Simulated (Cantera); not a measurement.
## Thermodynamics of iron carbonyl, mercury and lead vapours, feed PbO + H₂

Charge: 1 mol PbO, 0.5 mol H₂, held at 3.80 mbar.

Equilibrium computed with Cantera from the NASA thermochemical tables; the gas is ideal and each condensed phase is pure. Candidate condensed phases: H₂O, Pb, PbO, PbO₂, Pb₃O₄; 12 gas species. Each liquid is taken as pure. Mutual solubility and eutectic melting of coexisting phases are not modelled. Gases not in the tables: (PbO)n polymers. Kinetics and transport are ignored.

```tsv
T (°C)	x H₂O	x Pb	x PbO	x O₂	x OH	x H₂	x O	n Pb(l)	n PbO(yellow)	n PbO(l)
550	1.000	3.53e-5	5.98e-8	<1e-12	5.94e-12	7.06e-5	<1e-12	0.500	0.500	0
650	0.999	0.000667	4.96e-6	1.16e-12	4.40e-10	0.000110	<1e-12	0.500	0.500	0
750	0.993	0.00702	0.000169	3.01e-10	1.39e-8	0.000159	<1e-12	0.496	0.500	0
850	0.949	0.0481	0.00301	2.83e-8	2.33e-7	0.000210	1.20e-11	0.475	0.499	0
950	0.732	0.239	0.0286	9.38e-7	2.04e-6	0.000249	6.35e-10	0.337	0	0.481
1050	0.412	0.412	0.176	7.78e-5	1.55e-5	9.83e-5	3.81e-8	0	0	0.287
1150	0.333	0.337	0.329	0.00205	8.91e-5	7.62e-5	9.88e-7	0	0	0
1250	0.331	0.345	0.316	0.00733	0.000302	0.000160	7.66e-6	0	0	0
1350	0.326	0.365	0.289	0.0189	0.000838	0.000334	4.24e-5	0	0	0
```
x: gas mole fraction; n: condensed amount in mol.

From 550 °C to 850 °C the condensed part is Pb(l) + PbO(yellow). At 950 °C the condensed part is Pb(l) + PbO(l). At 1050 °C the condensed part is PbO(l). From 1150 °C to 1350 °C nothing is condensed.
